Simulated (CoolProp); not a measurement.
Vapour-liquid equilibrium of benzene (1) + n-dodecane (2) at 0.488 MPa; x and y are mole fractions of (1).

The numbers come from the multi-fluid Helmholtz-energy mixture model, Thol 2012 and Lemmon 2004; pair parameters Bell 2016 in CoolProp.

```csv
x,"bubble temperature, mixture model (K)","bubble temperature, Raoult's law (K)","y, mixture model","y, Raoult's law"
0.05,554.9,542.8,0.207,0.395
0.125,533.4,514.6,0.484,0.681
0.2,[?],494.1,0.684,0.814
0.275,493.2,478.7,0.808,0.884
0.35,477.4,466.5,[?],0.924
0.425,464.5,456.5,0.923,0.949
0.5,454.0,448.3,0.949,0.965
0.575,445.4,441.3,[?],0.976
0.65,[?],435.2,0.977,0.984
0.725,432.0,429.8,[?],0.989
0.8,[?],425.1,0.991,0.993
0.875,421.7,420.9,[?],0.996
0.95,417.3,417.0,[?],0.999
```

Task: What belongs in the gaps?

Result: 
- 0.2, bubble temperature, mixture model (K): 512.2
- 0.35, y, mixture model: 0.880
- 0.575, y, mixture model: 0.966
- 0.65, bubble temperature, mixture model (K): 438.2
- 0.725, y, mixture model: 0.985
- 0.8, bubble temperature, mixture model (K): 426.6
- 0.875, y, mixture model: 0.995
- 0.95, y, mixture model: 0.998

The largest gap from Raoult's law is +18.8 K in bubble temperature, at x = 0.125. No azeotrope shows between x = 0.05 and 0.95.

Pair parameters are fitted to limited data, so mixtures are less certain than the pure fluids.
